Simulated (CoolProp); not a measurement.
Values from CoolProp's reference Helmholtz-energy equation of state, Thol 2019.

Q: For tetradecamethylhexasiloxane (MD4M), give the phase and the cv (kJ/(kg K)), Joule-Thomson coefficient (K/MPa) at 620 K and 0.0315 MPa.

A: 
- 620 K and 0.0315 MPa: gas; cv 2.07, Joule-Thomson coefficient 13.3
